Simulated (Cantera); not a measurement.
A closed system holds: 1 mol C₂H₄, 2.1 mol NH₃, 5.3 mol H₂, equilibrated at 1.50 bar.

Equilibrium computed with Cantera from the NASA thermochemical tables; the gas is ideal and each condensed phase is pure. Candidate condensed phases: C, C₆H₆, C₇H₈, C₈H₁₈; 92 gas species. Rates play no part.

log p: log10 of the partial pressure in bar; n: condensed amount in mol.

```tsv
T (K)	log p H₂	log p N₂	log p HCN	log p H	n C(graphite)
1675	0.13	-0.87	[?]	-3.87	1.97
1725	0.13	-0.87	[?]	-3.66	1.97
1775	0.13	-0.87	[?]	-3.47	1.97
1825	0.13	-0.87	[?]	-3.29	1.96
1875	0.13	-0.87	[?]	-3.12	1.95
1925	0.13	-0.87	[?]	-2.95	1.95
1975	0.13	-0.87	[?]	-2.80	1.93
2025	0.13	-0.88	[?]	-2.65	1.92
```

Task: Complete the blanks.

Result: 
- 1675, log p HCN: -2.86
- 1725, log p HCN: -2.74
- 1775, log p HCN: -2.63
- 1825, log p HCN: -2.53
- 1875, log p HCN: -2.43
- 1925, log p HCN: -2.33
- 1975, log p HCN: -2.24
- 2025, log p HCN: -2.16
